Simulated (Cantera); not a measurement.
A closed system holds: 1 mol SiH₂Cl₂, 0.022 mol HCl, 900 mol H₂, at 73000 Pa.

Equilibrium computed with Cantera from the NASA thermochemical tables; the gas is ideal and each condensed phase is pure. Candidate condensed phases: Si; 19 gas species. Gases not in the tables: Si₂H₆ and higher silanes. The numbers say what is thermodynamically allowed, not how fast it happens.

**Question.** Which condensed phases are stable at each of these points (T (K)): 1548, 1573, 1598, 1623, 1648, 1673, 1698, 1723, 1748, 1773?

**Answer.** 
| T (K) | condensed phases | Si condensed (%) |
|---|---|---|
| 1548 | Si(s) | 98.1 |
| 1573 | Si(s) | 98.0 |
| 1598 | Si(s) | 97.8 |
| 1623 | Si(s) | 97.7 |
| 1648 | Si(s) | 97.4 |
| 1673 | Si(s) | 97.1 |
| 1698 | Si(l) | 96.8 |
| 1723 | Si(l) | 96.5 |
| 1748 | Si(l) | 96.1 |
| 1773 | Si(l) | 95.6 |

From 1548 K to 1673 K the condensed part is Si(s). From 1698 K to 1773 K the condensed part is Si(l).
